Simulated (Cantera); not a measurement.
Charge: 1 mol V2O3, 24 mol H2, 1.7 mol N2, equilibrated at 6.38 Torr.

Method: chemical equilibrium by Gibbs-energy minimisation in Cantera with the NASA 1993 tables (ideal gas, pure condensed phases). Candidate condensed phases: H2O, V, VN, VO, V2O3, V2O4, V2O5; 28 gas species. Mutual solubility and eutectic melting of coexisting phases are not modelled. VN, VO: taken at fixed stoichiometry. Condensed phases not in the tables: the oxides between V2O3 and V2O5 other than VO2, solid solutions among these carbides, nitrides and lower oxides, V2N. Rates play no part.

x: gas mole fraction; n: condensed amount in mol.

```csv
T (K),x H2,x N2,x H2O,x H,x VO2,x VO,x OH,n VN(s),n V2O3(s),n VO(s)
1025,0.933,0.0660,0.000612,4.57e-8,<1e-12,<1e-12,<1e-12,0.0105,0.995,0
1100,0.933,0.0659,0.000663,2.71e-7,<1e-12,<1e-12,<1e-12,0.0114,0.994,0
1175,0.933,0.0659,0.000708,1.28e-6,<1e-12,<1e-12,6.79e-12,0.0121,0.994,0
1250,0.933,0.0659,0.000747,5.07e-6,9.84e-12,1.08e-12,4.18e-11,0.0128,0.994,0
1325,0.933,0.0661,0.00113,1.71e-5,1.66e-10,2.18e-11,3.03e-10,0,0.971,0.0581
1400,0.932,0.0661,0.00187,5.09e-5,2.20e-9,2.95e-10,2.04e-9,0,0.952,0.0963
1475,0.931,0.0661,0.00295,0.000136,2.22e-8,3.03e-9,1.13e-8,0,0.924,0.152
1550,0.929,0.0661,0.00444,0.000329,1.78e-7,2.47e-8,5.29e-8,0,0.886,0.228
1625,0.927,0.0661,___,___,___,___,___,0,0.835,___
1700,0.923,0.0661,0.00898,0.00154,6.42e-6,9.15e-7,7.72e-7,0,0.769,0.462
1775,0.919,0.0660,0.0122,0.00301,3.04e-5,4.38e-6,2.49e-6,0,0.685,0.628
1850,0.912,0.0660,___,___,___,___,___,0,___,___
1925,0.903,0.0658,0.0207,0.00985,0.000466,6.82e-5,1.95e-5,0,0.452,1.08
2000,0.890,0.0655,0.0260,0.0166,0.00155,0.000228,4.86e-5,0,0.283,1.39
```

Task: Some entries are withheld; supply them.

Result: 
- 1850, x H2O: 0.0161
- 1850, x H: 0.00558
- 1850, x VO2: 0.000126
- 1850, x VO: 1.83e-5
- 1850, x OH: 7.27e-6
- 1850, n V2O3(s): 0.582
- 1850, n VO(s): 0.833
- 1625, x H2O: 0.00642
- 1625, x H: 0.000737
- 1625, x VO2: 1.16e-6
- 1625, x VO: 1.64e-7
- 1625, x OH: 2.15e-7
- 1625, n VO(s): 0.330
